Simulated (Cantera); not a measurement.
Charge: 1 mol Si2H6, 0.26 mol H2O, 0.2 mol H2, 1.5 mol O2, held at 1450 °C and 0.133 bar.

These are equilibrium values from Cantera (NASA tables, ideal gas, pure condensed phases), not measurements of a reactor. Candidate condensed phases: H2O, Si, SiO2; 18 gas species. The feed counts by its element totals alone. Each liquid is taken as pure. Mutual solubility and eutectic melting of coexisting phases are not modelled. The tables hold silica as quartz up to 1696 K and as liquid above; real silica turns to tridymite and cristobalite and melts near 1996 K. Gases not in the tables: Si2H6 and higher silanes. Rates play no part.

Base state: H2 0.873, SiO 0.126, H 0.000467, H2O 2.36e-5, SiH2 1.48e-5 (mole fractions); condensed: Si(l) + SiO2(condensed).

### Question
What changes in the equilibrium state with this change: H2O from 0.26 to 7.2 mol?

### Answer
```
species                 before     after
--------------------  --------  --------
H2O                    2.36e-5     0.596
H2                       0.873     0.404
H                     0.000467  0.000318
SiO                      0.126   2.32e-6
OH                       <1e-9   2.57e-5
SiH2                   1.48e-5     <1e-9
Si(l), mol               0.120         0
SiO2(condensed), mol      1.38      2.00
```
Gases not in the tables: Si(OH)4.
